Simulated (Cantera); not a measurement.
Charge: 1 mol Si3N4, 220 mol H2, at 4.10 mbar.

These are equilibrium values from Cantera (NASA tables, ideal gas, pure condensed phases), not measurements of a reactor. Candidate condensed phases: Si, Si3N4; 18 gas species. Mutual solubility and eutectic melting of coexisting phases are not modelled. The tables' values for SiN are old estimates; treat these amounts as uncertain. Gases not in the tables: Si2H6 and higher silanes. Kinetics and transport are ignored.

x: gas mole fraction; n: condensed amount in mol.

```csv
T (°C),x H2,x H,x Si,x N2,x SiH,n Si(s),n Si3N4(s),n Si(l)
927,1.000,3.08e-6,3.38e-10,6.95e-6,3.25e-10,0.00229,0.999,0
1002,1.000,1.15e-5,4.70e-9,6.20e-5,2.87e-9,0.0204,0.993,0
1077,1.000,[?],[?],[?],[?],[?],0.953,0
1152,0.997,0.000106,3.93e-7,0.00244,1.12e-7,0.807,0.731,0
1227,0.991,0.000274,2.57e-6,0.00901,5.25e-7,3.00,0,0
1302,0.990,0.000646,1.40e-5,0.00901,2.13e-6,3.00,0,0
1377,0.990,0.00141,6.53e-5,0.00900,7.60e-6,2.98,0,0
1452,0.988,[?],[?],0.00899,[?],0,0,2.93
1527,0.985,0.00555,0.000775,0.00897,5.61e-5,0,0,2.80
1602,0.979,0.0101,0.00221,0.00894,0.000130,0,0,2.45
1677,0.967,0.0176,0.00581,0.00886,0.000280,0,0,1.57
1752,0.949,0.0293,0.0122,0.00874,0.000487,0,0,0
```

Task: Fill in the missing entries.

Result: 
- 1452, x H: 0.00288
- 1452, x Si: 0.000248
- 1452, x SiH: 2.25e-5
- 1077, x H: 3.72e-5
- 1077, x Si: 4.87e-8
- 1077, x N2: 0.000432
- 1077, x SiH: 1.99e-8
- 1077, n Si(s): 0.142
